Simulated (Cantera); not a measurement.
# Equilibrium for silicon nitride deposition: SiH2Cl2 + NH3 + N2

A closed system holds: 1 mol SiH2Cl2, 9.6 mol NH3, 83 mol N2, equilibrated at 10.0 mbar.

Cantera equilibrium calculation (NASA polynomials, part measured and part estimated; ideal gas, pure solids and liquids). Candidate condensed phases: NH4Cl, Si, Si3N4; 28 gas species. The tables' values for SiCl, SiN are old estimates; treat these amounts as uncertain. Gases not in the tables: Si2H6 and higher silanes. The numbers say what is thermodynamically allowed, not how fast it happens.

| T (K) | log p N2 | log p H2 | log p HCl | log p H | log p Si | n Si3N4(s) | n Si(l) |
|---|---|---|---|---|---|---|---|
| 900 | -2.07 | -2.86 | -3.71 | -11.36 | <-14 | 0.333 | 0 |
| 1000 | -2.07 | -2.86 | -3.71 | -10.07 | <-14 | 0.333 | 0 |
| 1100 | -2.07 | -2.86 | -3.71 | -9.02 | <-14 | 0.333 | 0 |
| 1200 | -2.07 | -2.86 | -3.71 | -8.13 | <-14 | 0.333 | 0 |
| 1300 | -2.07 | -2.86 | -3.71 | -7.38 | -13.18 | 0.333 | 0 |
| 1400 | -2.07 | -2.86 | -3.72 | -6.74 | -11.20 | 0.331 | 0 |
| 1500 | -2.07 | -2.86 | -3.73 | -6.18 | -9.48 | 0.324 | 0 |
| 1600 | -2.07 | -2.85 | -3.75 | -5.69 | -7.98 | 0.304 | 0 |
| 1700 | -2.07 | -2.85 | -3.81 | -5.26 | -6.66 | 0.264 | 0 |
| 1800 | -2.07 | -2.85 | -3.91 | -4.87 | -5.50 | 0 | 0.601 |
| 1900 | -2.08 | -2.86 | -3.90 | -4.53 | -4.90 | 0 | 0.502 |
| 2000 | -2.08 | -2.86 | -3.90 | -4.22 | -4.36 | 0 | 0.139 |
| 2100 | -2.08 | -2.88 | -3.85 | -3.94 | -4.17 | 0 | 0 |
log p: log10 of the partial pressure in bar; n: condensed amount in mol.

From 900 K to 1700 K the condensed part is Si3N4(s). From 1800 K to 2000 K the condensed part is Si(l). At 2100 K nothing is condensed. The main Si-bearing gas is SiCl4 at 900 K and Si at 2100 K.
